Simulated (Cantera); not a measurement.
A freely propagating, adiabatic, planar premixed flame of H2 : O2 : N2 = 0.8 : 0.238 : 0.833 (molar parts), equivalence ratio 1.7, unburnt at 375 K and 0.553 atm; mixture-averaged transport, grid criteria slope 0.08 and curve 0.16, no radiation.

Cantera simulation using the H2/O2 subset of GRI-Mech 3.0, which has no nitrogen chemistry; the numbers are that mechanism's predictions, not measurements. Burning velocities carry a grid error of a few per cent, more on coarse grids.

Predict: laminar burning velocity; thermal thickness; peak x(H); peak x(HO2); peak x(H2O2).


```json
{
  "laminar_burning_velocity": "436 cm/s",
  "thermal_thickness": "0.786 mm",
  "peak x(H)": "0.0960",
  "peak x(HO2)": "0.000320",
  "peak x(H2O2)": "5.88e-5"
}
```
